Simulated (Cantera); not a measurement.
An isothermal, constant-pressure homogeneous reactor starts with CO : O2 : H2O : N2 = 0.0094 : 0.0063 : 0.079 : 1 (molar parts), equivalence ratio 0.75, at 1125 K and 760 Torr.

Computed with Cantera and GRI-Mech 3.0 (53 species, 325 reactions).

x: mole fraction; the columns are a selection and need not sum to one.

```
t (s)         x CO     x O2   x H2O     x NO       x H      x OH     x HO2
--------  --------  -------  ------  -------  --------  --------  --------
0.000400   0.00859  0.00575  0.0722   <1e-12  2.06e-10  2.15e-10  1.58e-10
0.000825   0.00859  0.00575  0.0722   <1e-12   1.00e-9  9.80e-10   1.27e-9
0.00170    0.00859  0.00575  0.0722   <1e-12         ?   1.29e-8   2.14e-8
0.00350    0.00857  0.00575  0.0722   <1e-12         ?   2.21e-6   2.25e-6
0.00722    0.00513  0.00432  0.0715  1.20e-8         ?   8.29e-5   3.28e-6
0.0149     0.00123  0.00226  0.0720  3.51e-8         ?   5.27e-5   1.61e-6
0.0307    0.000262  0.00166  0.0723  3.89e-8         ?   2.61e-5   8.76e-7
0.0632     5.93e-5  0.00151  0.0724  3.92e-8         ?   1.22e-5   3.95e-7
0.130      1.39e-5  0.00148  0.0725  3.90e-8         ?   6.08e-6   1.29e-7
0.269      3.00e-6  0.00147  0.0725  3.88e-8         ?   3.28e-6   3.26e-8
0.554      5.36e-7  0.00147  0.0725  3.91e-8         ?   1.84e-6   7.04e-9
1.14       7.52e-8  0.00147  0.0725  3.94e-8  2.80e-10   1.09e-6   1.53e-9
2.35       9.22e-9  0.00147  0.0725  3.96e-8  5.04e-11   6.87e-7  4.43e-10
4.85       2.02e-9  0.00147  0.0725  3.96e-8  1.51e-11   4.73e-7  2.08e-10
10.0       1.02e-9  0.00147  0.0725  3.96e-8  6.86e-12   3.57e-7  1.43e-10
```

Complete the blanks.


- 0.00170, x H: 1.34e-8
- 0.00350, x H: 2.12e-6
- 0.00722, x H: 0.000132
- 0.0149, x H: 4.80e-5
- 0.0307, x H: 8.19e-6
- 0.0632, x H: 1.08e-6
- 0.130, x H: 1.40e-7
- 0.269, x H: 1.79e-8
- 0.554, x H: 2.17e-9
